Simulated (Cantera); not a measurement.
# Equilibrium for hydrogen reduction and annealing atmospheres: NiS + H2

Charge: 1 mol NiS, a varied amount of H2, at 1225 °C and 37000 Pa.

Method: chemical equilibrium by Gibbs-energy minimisation in Cantera with the NASA 1993 tables (ideal gas, pure condensed phases). Candidate condensed phases: Ni, NiS, NiS2, Ni3S2, Ni3S4, S; 9 gas species. Metal and sulfide melt together well below either melting point, which pure phases cannot show. Mutual solubility and eutectic melting of coexisting phases are not modelled. Equilibrium is a limit: real reactors are often held back by kinetics, nucleation or transport.

```tsv
n(H2) (mol)	x H2	x H2S	x S2	x SH	n Ni3S2(l)	n Ni(s)
0.82	0.654	0.301	0.0425	0.00268	0.333	0
2	0.841	0.151	0.00650	0.00119	0.333	0
4.7	0.930	0.0682	0.00108	0.000509	0.333	0
11	0.970	0.0297	0.000188	0.000217	0.333	0
27	0.988	0.0122	3.06e-5	8.84e-5	0.333	0
64	0.988	0.0121	3.02e-5	8.78e-5	0.108	0.677
150	0.993	0.00660	8.87e-6	4.77e-5	0	1.000
```
x: gas mole fraction; n: condensed amount in mol.

From 0.82 mol H2 to 27 mol H2 the condensed part is Ni3S2(l). At 64 mol H2 the condensed part is Ni(s) + Ni3S2(l). At 150 mol H2 the condensed part is Ni(s). The main Ni-bearing gas is NiS at 0.82 mol H2 and Ni at 150 mol H2.
